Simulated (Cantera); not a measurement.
## Stirred combustor or abatement burner

A perfectly stirred reactor is fed with H2 : O2 : N2 : H2O : CO2 = 1 : 0.385 : 1.45 : 0.18 : 0.031 (molar parts), equivalence ratio 1.3, at 1.00 atm; it is adiabatic with a 775 K inlet, and is followed from long to short residence time, starting on the burning branch (τ in s: 0.14, 0.049, 0.017, 0.0061, 0.0021, 0.00075, 0.00026, 9.2e-05, 3.2e-05).

Cantera simulation using GRI-Mech 3.0 (53 species, 325 reactions); the numbers are that mechanism's predictions, not measurements.

```csv
τ (s),T (K),x H2,x O2,x H2O,x OH,x NO,x HO2,x H
0.14,2473,0.0810,0.000576,0.353,0.00582,0.000879,3.10e-7,0.00667
0.049,2467,0.0810,0.000658,0.352,0.00614,0.000811,3.55e-7,0.00710
0.017,2453,0.0812,0.000878,0.351,0.00693,0.000666,4.78e-7,0.00819
0.0061,2423,0.0816,0.00140,0.347,0.00846,0.000455,7.68e-7,0.0105
0.0021,2360,0.0829,0.00256,0.340,0.0109,0.000246,1.41e-6,0.0153
0.00075,2258,0.0849,0.00463,0.329,0.0136,0.000118,2.59e-6,0.0231
0.00026,2108,0.0874,0.00791,0.314,0.0155,5.93e-5,4.78e-6,0.0354
9.2e-5,1923,0.0895,0.0123,0.297,0.0153,3.53e-5,8.57e-6,0.0519
3.2e-5,1712,0.0935,0.0186,0.277,0.0127,1.86e-5,1.57e-5,0.0708
```
x: mole fraction; the columns are a selection and need not sum to one.
